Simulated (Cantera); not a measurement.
# Abatement and gas-phase synthesis: NF3 + H2

Charge: 1 mol NF3, a varied amount of H2, at 2300 °C and 0.0230 bar.

Method: chemical equilibrium by Gibbs-energy minimisation in Cantera with the NASA 1993 tables (ideal gas, pure condensed phases). Equilibrium is a limit: real reactors are often held back by kinetics, nucleation or transport.

```
n(H2) (mol)   x HF       x F     x H2    x N2       x H      x F2
-----------  -----  --------  -------  ------  --------  --------
0.81         0.463     0.394  4.46e-7   0.143  0.000151   1.72e-6
0.92         0.525     0.332  8.14e-7   0.143  0.000204   1.22e-6
1            0.571     0.286  1.29e-6   0.143  0.000258   9.06e-7
1.2          0.685     0.172  5.15e-6   0.143  0.000514   3.27e-7
1.3          0.741     0.115  1.35e-5   0.143  0.000831   1.47e-7
1.5          0.836    0.0121  0.00156   0.141   0.00894   1.61e-9
1.7          0.791   0.00246   0.0334   0.132    0.0414  6.72e-11
1.9          0.744   0.00160   0.0702   0.124    0.0600  2.83e-11
2.2          0.685   0.00112    0.121   0.114    0.0788  1.39e-11
2.4          0.650  0.000950    0.152   0.109    0.0882  1.00e-11
2.8          0.592  0.000743    0.206  0.0988     0.103  6.11e-12
3.1          0.555  0.000643    0.241  0.0926     0.111  4.59e-12
3.5          0.512  0.000549    0.282  0.0854     0.120  3.34e-12
```
x: gas mole fraction; nothing condenses.

From 0.81 mol H2 to 3.5 mol H2 nothing is condensed.
